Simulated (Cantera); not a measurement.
Silicon nitride deposition: SiHCl3 + NH3 + H2

Input: 1 mol SiHCl3, a varied amount of NH3, 2.4 mol H2, at 1373.15 K and 9.10 Pa.

These are equilibrium values from Cantera (NASA tables, ideal gas, pure condensed phases), not measurements of a reactor. Candidate condensed phases: NH4Cl, Si, Si3N4; 28 gas species. The tables' values for SiCl3, SiCl are old estimates; treat these amounts as uncertain. Rates play no part.

```json
[
 {"n(NH3) (mol)": "0.58", "log p H2": "-4.28", "log p HCl": "-4.74", "log p N2": "-5.39", "log p SiCl2": "-4.82", "log p SiCl3": "-6.63", "n Si3N4(s)": "0.0215"},
 {"n(NH3) (mol)": "1.6", "log p H2": "-4.25", "log p HCl": "-4.74", "log p N2": "-5.11", "log p SiCl2": "-5.04", "log p SiCl3": "-6.87", "n Si3N4(s)": "0.0818"},
 {"n(NH3) (mol)": "2.7", "log p H2": "-4.24", "log p HCl": "-4.78", "log p N2": "-4.98", "log p SiCl2": "-5.23", "log p SiCl3": "-7.11", "n Si3N4(s)": "0.123"},
 {"n(NH3) (mol)": "3.8", "log p H2": "-4.23", "log p HCl": "-4.83", "log p N2": "-4.91", "log p SiCl2": "-5.38", "log p SiCl3": "-7.31", "n Si3N4(s)": "0.152"},
 {"n(NH3) (mol)": "4.8", "log p H2": "-4.22", "log p HCl": "-4.87", "log p N2": "-4.86", "log p SiCl2": "-5.50", "log p SiCl3": "-7.47", "n Si3N4(s)": "0.172"},
 {"n(NH3) (mol)": "5.9", "log p H2": "-4.21", "log p HCl": "-4.91", "log p N2": "-4.83", "log p SiCl2": "-5.61", "log p SiCl3": "-7.63", "n Si3N4(s)": "0.189"},
 {"n(NH3) (mol)": "7", "log p H2": "-4.21", "log p HCl": "-4.95", "log p N2": "-4.81", "log p SiCl2": "-5.71", "log p SiCl3": "-7.77", "n Si3N4(s)": "0.203"}
]
```
log p: log10 of the partial pressure in bar; n: condensed amount in mol.

From 0.58 mol NH3 to 7 mol NH3 the condensed part is Si3N4(s). The main Si-bearing gas is SiCl2 throughout. The share of Si in condensed phases is highest at 7 mol NH3 (60.8 %) and lowest at 0.58 mol NH3 (6.5 %).
